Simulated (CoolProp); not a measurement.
o-xylene along the isotherm 620 K: fugacity coefficient from the reference equation and from simpler models built on Tc = 630.3 K, pc = 37.37 bar, ω = 0.312; each cubic takes its own stable root.

Values from CoolProp's reference Helmholtz-energy equation of state, Zhou 2012.

| p (bar) | phase | reference |
|---|---|---|
| 0.591 | gas | 0.9938 |
| 0.955 | gas | 0.9899 |
| 1.54 | gas | 0.9838 |
| 2.49 | gas | 0.9738 |
| 4.03 | gas | 0.9578 |
| 6.5 | gas | 0.9323 |
| 10.5 | gas | 0.8915 |
| 17 | gas | 0.8263 |
| 27.4 | gas | 0.7221 |
| 44.3 | liquid | 0.5197 |
| 71.6 | liquid | 0.3589 |
| 116 | liquid | 0.2612 |
| 187 | liquid | 0.2073 |

Question: How far does each simpler model (van der Waals, Soave-Redlich-Kwong) lie from the reference over these 13 states: mean and median of the absolute difference, and the worst?

Answer: 
- van der Waals: mean 10.0 %, median 2.5 %, worst +46.3 % at 620 K and 187 bar
- Soave-Redlich-Kwong: mean 3.5 %, median 1.0 %, worst +14.5 % at 620 K and 187 bar
